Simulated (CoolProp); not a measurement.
Vapour-liquid equilibrium of carbon dioxide (1) + CHF3 (R23) (2) at -36.75 °C; x and y are mole fractions of (1).

Computed with CoolProp (multi-fluid Helmholtz-energy mixture model, Span 1996 and Penoncello 2003; pair parameters Bell 2016).

Problem. Give the bubble pressure and the first vapour's composition at x = 0.45, 0.65, 0.85. Is there an azeotrope?

Solution. x = 0.45: 0.9912 MPa, y = 0.531; x = 0.65: 1.057 MPa, y = 0.706; x = 0.85: 1.106 MPa, y = 0.871. No azeotrope shows between x = 0.05 and 0.95.

Pair parameters are fitted to limited data, so mixtures are less certain than the pure fluids.
